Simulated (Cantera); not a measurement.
A Cantera script and its output.

```python
import numpy as np
import cantera as ct

gas = ct.Solution("gri30.yaml")
gas.TPX = 300, 13332, {'CO': 1, 'H2': 0.55, 'O2': 1.05, 'N2': 2.83, 'CO2': 0.024}
flame = ct.FreeFlame(gas, width=0.16)
flame.set_refine_criteria(ratio=3, slope=0.08, curve=0.16)
flame.transport_model = "mixture-averaged"
flame.solve(loglevel=0, auto=True)
z, T = flame.grid, flame.T
thick = (T[-1] - T[0]) / np.gradient(T, z).max()
show = ['CO', 'H2', 'O2', 'O', 'H', 'NO2']
print(f"laminar burning velocity  {flame.velocity[0] * 100:.3f} cm/s")
print(f"burnt temperature         {T[-1]:.1f} K")
print(f"thermal thickness         {thick * 1e3:.4f} mm")
print(f"grid points               {len(z)}")
z0 = z[flame.heat_release_rate.argmax()]
print(f"{'z/mm':>9s}{'T/K':>9s}{'u/(m/s)':>9s}" + "".join(f"{s:>11s}" for s in show))
rows = []
for k in (-3, -2, -1.5, -1, -0.5, -0.25, 0, 0.25, 0.5, 1, 2, 4, 8):
    zz = z0 + k * thick
    rows.append([k * thick, np.interp(zz, z, T), np.interp(zz, z, flame.velocity),
                 *(np.interp(zz, z, flame.X[gas.species_index(s)]) for s in show)])
    print(f"{rows[-1][0] * 1e3:9.3f}{rows[-1][1]:9.1f}{rows[-1][2]:9.3f}" + "".join(f"{x:11.3e}" for x in rows[-1][3:]))
```

Output:

```
laminar burning velocity  107.195 cm/s
burnt temperature         2291.1 K
thermal thickness         5.6428 mm
grid points               154
     z/mm      T/K  u/(m/s)         CO         H2         O2          O          H        NO2
  -16.929    300.0    1.072  1.834e-01  1.008e-01  1.925e-01  3.041e-15  1.566e-19  4.939e-17
  -11.286    300.0    1.072  1.834e-01  1.008e-01  1.925e-01  3.598e-13  1.860e-17  4.966e-17
   -8.464    300.0    1.072  1.834e-01  1.008e-01  1.925e-01  6.104e-12  3.171e-16  5.776e-17
   -5.643    300.0    1.072  1.834e-01  1.007e-01  1.925e-01  2.022e-10  1.215e-14  6.778e-16
   -2.821    301.8    1.076  1.838e-01  9.850e-02  1.930e-01  5.922e-08  1.270e-08  1.616e-12
   -1.411    482.9    1.697  1.801e-01  8.346e-02  1.901e-01  4.182e-05  9.735e-04  2.059e-11
    0.000    954.4    3.284  1.565e-01  4.172e-02  1.624e-01  4.087e-03  1.603e-02  2.160e-11
    1.411   1280.0    4.331  1.099e-01  1.147e-02  1.136e-01  1.746e-02  3.044e-02  1.145e-10
    2.821   1449.2    4.826  7.651e-02  8.919e-03  9.315e-02  2.235e-02  3.214e-02  2.369e-10
    5.643   1612.9    5.292  5.767e-02  9.442e-03  8.361e-02  2.169e-02  2.683e-02  4.414e-10
   11.286   1765.4    5.733  5.504e-02  8.508e-03  8.096e-02  1.787e-02  1.770e-02  7.962e-10
   22.571   1911.2    6.142  5.074e-02  6.973e-03  7.841e-02  1.347e-02  1.059e-02  1.540e-09
   45.143   2045.0    6.505  4.346e-02  5.347e-03  7.518e-02  9.516e-03  5.956e-03  4.256e-09
```

Computed with Cantera and GRI-Mech 3.0 (53 species, 325 reactions). Burning velocities carry a grid error of a few per cent, more on coarse grids.
